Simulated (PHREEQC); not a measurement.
Make-up at 15 °C: 0.023 mol FeCl3 and 0.0043 mol NaCl per kg of water. Closed to the air; pH follows from the charge balance.

All values are PHREEQC results (ion-association model, phreeqc.dat), not measurements.

No solid was allowed to form.

**Question.** Order these Cl species by the share of Cl that they hold, largest first: FeCl2+, Cl-, FeCl+2.

**Answer.** Cl- (91 %), FeCl+2 (6.9 %), FeCl2+ (2.0 %)

**Question.** Order these Fe species by the share of Fe that they hold, largest first: Fe3(OH)4+5, FeOH+2, FeCl+2, Fe+3, Fe2(OH)2+4.

**Answer.** Fe+3 (42 %), FeCl+2 (22 %), Fe2(OH)2+4 (17 %), FeOH+2 (11 %), Fe3(OH)4+5 (4.3 %)

The pH is 2.19 and the ionic strength 0.119 mol/kgw. Saturation is exceeded, for instance for Hematite (slow to form), Goethite (slow to form); the values hold only as long as no solid forms.
